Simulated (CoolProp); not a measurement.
The fluid at 293.15 K and 0.609 MPa is throttled through a valve to 0.235 MPa with no heat exchange. The same conditions are run with several fluids, on thermodynamics alone (safety and materials aside).

Values from CoolProp's reference Helmholtz-energy equation of state of each fluid (R143a: Lemmon and Jacobsen 2000; CH2F2 (R32): Tillner-Roth 1997; nitrous oxide: Lemmon 2006; oxygen: Schmidt 1985; normal hydrogen: Leachman 2009).

Task: Rank R143a, CH2F2 (R32), nitrous oxide, oxygen, normal hydrogen by temperature change (K), highest first.

Result: normal hydrogen (+0.1), oxygen (-1.0), nitrous oxide (-4.3), R143a (-8.1), CH2F2 (R32) (-10.6)

```csv
fluid,final density (kg/m³)
R143a,8.75
CH2F2 (R32),5.40
nitrous oxide,4.37
oxygen,3.10
normal hydrogen,0.194
```
